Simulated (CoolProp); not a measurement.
Vapour-liquid equilibrium of R22 (1) + ethanol (2) at 98.1 kPa; x and y are mole fractions of (1).

The numbers come from the multi-fluid Helmholtz-energy mixture model, Kamei 1995 and Schroeder 2014; pair parameters Bell 2016 in CoolProp.

**Question.** Give the bubble temperature and the first vapour's composition at x = 0.5, 0.65, 0.875. Is there an azeotrope?

**Answer.** x = 0.5: 238.3 K, y = 0.999; x = 0.65: 236.1 K, y = 1.000; x = 0.875: 233.8 K, y = 1.000. No azeotrope shows between x = 0.05 and 0.95.

Pair parameters are fitted to limited data, so mixtures are less certain than the pure fluids. With so large a gap from Raoult's law the liquid may split in two, which this calculation doesn't test in full.
